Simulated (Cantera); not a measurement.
Feed: 1 mol B, 1.3 mol N2, 72 mol H2, at 1.28 Torr.

Method: chemical equilibrium by Gibbs-energy minimisation in Cantera with the NASA 1993 tables (ideal gas, pure condensed phases). Candidate condensed phases: B, BN; 15 gas species. N2 is the only nitrogen source here; it is nearly inert below about 1500 K, so the nitride shown seldom forms there in practice. Equilibrium is a limit: real reactors are often held back by kinetics, nucleation or transport.

Which condensed phases are stable at each of these points (T (°C)): 652, 752, 852, 952, 1052, 1152, 1252, 1352, 1452, 1552, 1652, 1752, 1852, 1952?


| T (°C) | condensed phases | B condensed (%) |
|---|---|---|
| 652 | BN(s) | 100.0 |
| 752 | BN(s) | 100.0 |
| 852 | BN(s) | 100.0 |
| 952 | BN(s) | 100.0 |
| 1052 | BN(s) | 100.0 |
| 1152 | BN(s) | 100.0 |
| 1252 | BN(s) | 100.0 |
| 1352 | BN(s) | 100.0 |
| 1452 | BN(s) | 99.9 |
| 1552 | BN(s) | 99.3 |
| 1652 | B(s) | 97.7 |
| 1752 | B(s) | 95.2 |
| 1852 | B(s) | 89.2 |
| 1952 | B(s) | 71.5 |

From 652 °C to 1552 °C the condensed part is BN(s). From 1652 °C to 1952 °C the condensed part is B(s).
